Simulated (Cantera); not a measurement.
Feed: 1 mol SiC, 0.15 mol Si, 5.2 mol N2, held at 0.128 Torr.

These are equilibrium values from Cantera (NASA tables, ideal gas, pure condensed phases), not measurements of a reactor. Candidate condensed phases: C, Si, SiC, Si3N4; 20 gas species. The tables' values for SiN are old estimates; treat these amounts as uncertain. Rates play no part.

At 2248 K, list the 4 most abundant gas species with their mole fractions, and the condensed phases.

N2 0.822, Si 0.155, SiC2 0.0179, Si2C 0.00393. Condensed: C(graphite).
